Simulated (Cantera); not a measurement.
A perfectly stirred reactor is fed with 0.119 % CO, 0.249 % O₂, 0.209 % H₂O, 99.4 % N₂, equivalence ratio 0.24, at 7500 Torr; it is held at 973 K, and followed from long to short residence time.

Detailed kinetics in Cantera: GRI-Mech 3.0 (53 species, 325 reactions).

Task: Predict: x(CO) at τ = 23.0 s; x(O₂) at τ = 23.0 s; x(H₂O) at τ = 23.0 s; x(OH) at τ = 23.0 s; x(CO) at τ = 73.0 ms; x(O₂) at τ = 73.0 ms; x(H₂O) at τ = 73.0 ms.

Result: 
* **x(CO) at τ = 23.0 s**: 0.000574
* **x(O₂) at τ = 23.0 s**: 0.00218
* **x(H₂O) at τ = 23.0 s**: 0.00209
* **x(OH) at τ = 23.0 s**: 1.19e-9
* **x(CO) at τ = 73.0 ms**: 0.00119
* **x(O₂) at τ = 73.0 ms**: 0.00249
* **x(H₂O) at τ = 73.0 ms**: 0.00209
